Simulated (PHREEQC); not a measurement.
0.012 g of hydrous ferric oxide (600 m²/g; 0.2 weak and 0.005 strong sites per Fe, Dzombak-Morel constants, diffuse double layer) in 1 kg of water with 0.1 mol/kgw of an inert sodium salt and 0.073 mmol/kgw ZnCl2 and 0.00052 mmol/kgw NaF, at 25 °C; the pH is set by adding NaOH or the inert anion's acid. Oxygen alone is held at its pressure in air (log pO2 = -0.68). CO2 from the air is kept out. Precipitation was switched off in this run.

Base run: PHREEQC, ion-association model, wateq4f.dat. Each further column changes one thing. The table gives Zn sorbed (%).

```json
[
 {"pH": "3", "base": "0.0", "no electrostatic term (-no_edl)": "0.0", "background salt from 0.1 to 0.01 mol/kgw": "0.0", "oxide from 0.012 to 0.06 g/kgw": "0.0", "2.4e-05 mol/kgw CaCl2 added": "0.0"},
 {"pH": "4", "base": "0.0", "no electrostatic term (-no_edl)": "0.0", "background salt from 0.1 to 0.01 mol/kgw": "0.0", "oxide from 0.012 to 0.06 g/kgw": "0.0", "2.4e-05 mol/kgw CaCl2 added": "0.0"},
 {"pH": "4.5", "base": "0.0", "no electrostatic term (-no_edl)": "0.0", "background salt from 0.1 to 0.01 mol/kgw": "0.0", "oxide from 0.012 to 0.06 g/kgw": "[?]", "2.4e-05 mol/kgw CaCl2 added": "0.0"},
 {"pH": "5.5", "base": "0.4", "no electrostatic term (-no_edl)": "0.6", "background salt from 0.1 to 0.01 mol/kgw": "0.4", "oxide from 0.012 to 0.06 g/kgw": "1.9", "2.4e-05 mol/kgw CaCl2 added": "0.4"},
 {"pH": "6", "base": "0.9", "no electrostatic term (-no_edl)": "1.4", "background salt from 0.1 to 0.01 mol/kgw": "0.9", "oxide from 0.012 to 0.06 g/kgw": "4.6", "2.4e-05 mol/kgw CaCl2 added": "0.9"},
 {"pH": "7", "base": "6.2", "no electrostatic term (-no_edl)": "17.6", "background salt from 0.1 to 0.01 mol/kgw": "6.2", "oxide from 0.012 to 0.06 g/kgw": "[?]", "2.4e-05 mol/kgw CaCl2 added": "6.2"},
 {"pH": "8", "base": "17.4", "no electrostatic term (-no_edl)": "35.3", "background salt from 0.1 to 0.01 mol/kgw": "16.4", "oxide from 0.012 to 0.06 g/kgw": "[?]", "2.4e-05 mol/kgw CaCl2 added": "17.4"},
 {"pH": "8.5", "base": "19.6", "no electrostatic term (-no_edl)": "36.5", "background salt from 0.1 to 0.01 mol/kgw": "18.2", "oxide from 0.012 to 0.06 g/kgw": "83.0", "2.4e-05 mol/kgw CaCl2 added": "19.6"},
 {"pH": "9.5", "base": "18.4", "no electrostatic term (-no_edl)": "28.0", "background salt from 0.1 to 0.01 mol/kgw": "18.0", "oxide from 0.012 to 0.06 g/kgw": "82.5", "2.4e-05 mol/kgw CaCl2 added": "18.4"},
 {"pH": "10", "base": "17.4", "no electrostatic term (-no_edl)": "11.5", "background salt from 0.1 to 0.01 mol/kgw": "17.6", "oxide from 0.012 to 0.06 g/kgw": "[?]", "2.4e-05 mol/kgw CaCl2 added": "[?]"},
 {"pH": "11", "base": "14.3", "no electrostatic term (-no_edl)": "0.8", "background salt from 0.1 to 0.01 mol/kgw": "16.4", "oxide from 0.012 to 0.06 g/kgw": "64.4", "2.4e-05 mol/kgw CaCl2 added": "5.5"}
]
```

Problem. Some entries are withheld; supply them.

Solution. 
- 4.5, oxide from 0.012 to 0.06 g/kgw: 0.1
- 7, oxide from 0.012 to 0.06 g/kgw: 27.1
- 8, oxide from 0.012 to 0.06 g/kgw: 72.1
- 10, oxide from 0.012 to 0.06 g/kgw: 78.7
- 10, 2.4e-05 mol/kgw CaCl2 added: 17.0

In at least one series the solution becomes supersaturated in solids that the run did not let form, among them Zn(OH)2-a. The oxide is taken as insoluble; below pH 4 it would dissolve.
